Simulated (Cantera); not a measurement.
An isothermal, constant-pressure homogeneous reactor starts with NH3 : N2 = 1 : 6.2 (molar parts), at 1825 K and 0.0290 bar.

Model: the gas-phase N/H chemistry of the illustrative SiF4/NH3 mechanism in the Surface Chemkin manual (1991), integrated in Cantera. Walls and surfaces, which speed up NH3 decomposition in real reactors, are not modelled.

x: mole fraction; the columns are a selection and need not sum to one.

```csv
t (s),x NH3,x H2,x NH2,x N2,x NH,x N2H2
0.000100,0.139,4.43e-7,9.69e-7,0.861,1.92e-11,1.95e-12
0.000261,0.139,1.29e-6,2.66e-6,0.861,1.65e-10,2.55e-11
0.000681,0.139,3.50e-6,7.08e-6,0.861,?,2.38e-10
0.00178,0.139,9.32e-6,1.86e-5,0.861,?,1.92e-9
0.00464,0.139,2.55e-5,4.84e-5,0.861,?,1.55e-8
0.0121,0.139,8.91e-5,0.000125,0.861,?,1.21e-7
0.0316,0.138,0.000591,0.000278,0.861,?,6.74e-7
0.0825,0.136,0.00352,0.000330,0.860,?,1.10e-6
0.215,0.130,0.0116,0.000283,0.858,?,1.01e-6
0.562,0.116,0.0300,0.000228,0.854,4.60e-6,8.03e-7
1.47,0.0890,0.0656,0.000171,0.845,4.41e-6,5.22e-7
3.83,0.0496,0.117,0.000105,0.833,?,2.29e-7
10.0,0.0152,0.163,4.31e-5,0.822,?,4.84e-8
```

Question: What belongs in the gaps?

Answer: 
- 0.000681, x NH: 1.48e-9
- 0.00178, x NH: 1.43e-8
- 0.00464, x NH: 1.18e-7
- 0.0121, x NH: 5.79e-7
- 0.0316, x NH: 1.81e-6
- 0.0825, x NH: 3.10e-6
- 0.215, x NH: 4.03e-6
- 3.83, x NH: 3.45e-6
- 10.0, x NH: 2.00e-6
